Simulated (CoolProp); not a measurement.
Values from CoolProp's reference Helmholtz-energy equation of state, Gao 2016.

Question: For sulfur dioxide, give the phase and the density (kg/m³), cp (kJ/(kg K)), cv (kJ/(kg K)), speed of sound (m/s) at -54.95 °C and 0.0316 MPa; 29.45 °C and 6.08 MPa.

Answer: 
- -54.95 °C and 0.0316 MPa: liquid; density 1580, cp 1.37, cv 0.854, speed of sound 1220
- 29.45 °C and 6.08 MPa: liquid; density 1370, cp 1.38, cv 0.807, speed of sound 892
